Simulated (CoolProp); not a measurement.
Fluorine along the isobar 20000 kPa: Z from the reference equation and from simpler models built on Tc = 144.4 K, pc = 5240 kPa, ω = 0.045; each cubic takes its own stable root.

Values from CoolProp's reference Helmholtz-energy equation of state, de Reuck 1990.

```
T (K)   phase  reference  van der Waals  Redlich-Kwong  Peng-Robinson
-----  ------  ---------  -------------  -------------  -------------
60.8   liquid     0.8912          1.288         0.8790         0.7920
68.7   liquid     0.8101          1.163         0.7974         0.7169
76.6   liquid     0.7468          1.065         0.7349         0.6593
84.5   liquid     0.6970         0.9871         0.6864         0.6144
92.5   liquid     0.6570         0.9234         0.6482         0.5790
100.4  liquid     0.6259         0.8722         0.6191         0.5520
108.3  liquid     0.6014         0.8303         0.5971         0.5317
116.2  liquid     0.5827         0.7960         0.5814         0.5174
124.1  liquid     0.5691         0.7682         0.5713         0.5087
132.1  liquid     0.5603         0.7459         0.5666         0.5054
```
